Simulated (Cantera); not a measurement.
Input (Python, Cantera):

```python
import numpy as np
import cantera as ct

gas = ct.Solution("gri30.yaml")
gas.TPX = 1073, 1200, {'H2': 0.27, 'O2': 1}
reactor = ct.IdealGasConstPressureReactor(gas, energy="off", clone=False)
net = ct.ReactorNet([reactor])
net.rtol, net.atol = 1e-08, 1e-18
show = ['H2', 'O2', 'H', 'O', 'OH']
times = np.geomspace(5e-06, 3, 13)

steps = ct.SolutionArray(gas, extra=["t"])
rows = []
print(f"{'t/s':>10s}{'T/K':>9s}{'P/Pa':>11s}" + "".join(f"{s:>11s}" for s in show))
for t in times:
    while net.time < t:
        t_next = net.step()
        steps.append(gas.state, t=t_next)
    rows.append([np.interp(t, steps.t, y) for y in (steps.T, steps.P, *steps(*show).X.T)])
    print(f"{t:10.3e}{rows[-1][0]:9.1f}{rows[-1][1]:11.4g}" + "".join(f"{x:11.3e}" for x in rows[-1][2:]))
rate = np.gradient(steps.T, steps.t)
print("integrator steps:", len(steps.t))
if steps.T.max() > steps.T[0] + 200:
    print(f"time of steepest temperature rise: {steps.t[rate.argmax()]:.4e} s")
gas.TPX = 1073, 1200, {'H2': 0.27, 'O2': 1}
gas.equilibrate("TP")
print(f"equilibrium (TP): T = {gas.T:.1f} K  " + "  ".join(f"{s} {gas[s].X[0]:.3e}" for s in show))
```

It prints:

```
       t/s      T/K       P/Pa         H2         O2          H          O         OH
 5.000e-06   1073.0       1200  2.126e-01  7.874e-01  4.600e-11  1.009e-12  9.624e-13
 1.515e-05   1073.0       1200  2.126e-01  7.874e-01  1.353e-10  8.765e-12  7.669e-12
 4.592e-05   1073.0       1200  2.126e-01  7.874e-01  4.000e-10  7.132e-11  5.092e-11
 1.392e-04   1073.0       1200  2.126e-01  7.874e-01  1.483e-09  5.673e-10  3.064e-10
 4.217e-04   1073.0       1200  2.126e-01  7.874e-01  1.673e-08  8.675e-09  4.124e-09
 1.278e-03   1073.0       1200  2.126e-01  7.874e-01  1.134e-05  6.040e-06  2.840e-06
 3.873e-03   1073.0       1200  1.167e-02  6.890e-01  7.612e-02  5.334e-02  6.885e-03
 1.174e-02   1073.0       1200  4.925e-03  7.320e-01  2.178e-02  2.457e-02  4.604e-03
 3.557e-02   1073.0       1200  6.687e-04  7.584e-01  9.351e-04  3.158e-03  1.598e-03
 1.078e-01   1073.0       1200  5.187e-05  7.617e-01  2.011e-05  2.475e-04  4.406e-04
 3.267e-01   1073.0       1200  5.850e-06  7.620e-01  8.557e-07  3.012e-05  1.545e-04
 9.899e-01   1073.0       1200  1.023e-06  7.621e-01  6.959e-08  5.661e-06  6.702e-05
 3.000e+00   1073.0       1200  2.362e-07  7.621e-01  8.237e-09  1.367e-06  3.290e-05
integrator steps: 1582
equilibrium (TP): T = 1073.0 K  H2 1.666e-09  O2 7.621e-01  H 5.254e-12  O 9.981e-09  OH 2.805e-06
```

Model: GRI-Mech 3.0 (53 species, 325 reactions), integrated in Cantera. Radical loss at walls, strong at low pressure, is not modelled. The temperature is held fixed by assumption; the heat of reaction is taken as removed at once.
